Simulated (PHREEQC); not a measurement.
Make-up at 25 °C: 0.38 mmol/kgw Ca(HCO3)2, 0.64 mmol/kgw Na2SO4 and 20 mmol/kgw MgSO4. Closed to the air; pH follows from the charge balance.

Equilibrium calculation in PHREEQC: ion-association model, phreeqc.dat.

This is a speciation only: nothing precipitates in the calculation.

Order these Mg species by the share of Mg that they hold, largest first: MgSO4, Mg+2, MgHCO3+.

Mg+2 (61 %), MgSO4 (39 %), MgHCO3+ (0.24 %)

The pH is 7.85 and the ionic strength 0.0510 mol/kgw. Complexes and solids missing from the database can't appear.
